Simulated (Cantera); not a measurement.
Charge: 1 mol BaF2, 1.3 mol H2O, 20 mol H2, at 0.100 bar.

These are equilibrium values from Cantera (NASA tables, ideal gas, pure condensed phases), not measurements of a reactor. Candidate condensed phases: Ba, BaF2, BaO, Ba(OH)2, H2O; 27 gas species. Mutual solubility and eutectic melting of coexisting phases are not modelled. Rates play no part. All values below are at 1475 K.

Base state: H2 0.938, H2O 0.0605, HF 0.000831, BaF2 0.000192, Ba(OH)2 5.10e-5, H 3.97e-5, BaF 1.04e-5 (mole fractions); condensed: BaF2(s) + BaO(s).

Problem. What changes in the equilibrium state with this change: pressure from 0.100 bar to 16.0 mbar?

Solution. 
| species | before | after |
|---|---|---|
| H2 | 0.938 | 0.937 |
| H2O | 0.0605 | 0.0598 |
| HF | 0.000831 | 0.00206 |
| BaF2 | 0.000192 | 0.00120 |
| BaF | 1.04e-5 | 6.54e-5 |
| H | 3.97e-5 | 9.92e-5 |
| Ba(OH)2 | 5.10e-5 | 5.04e-5 |
| BaF2(s), mol | 0.987 | 0.952 |
| BaO(s), mol | 0.00759 | 0.0201 |
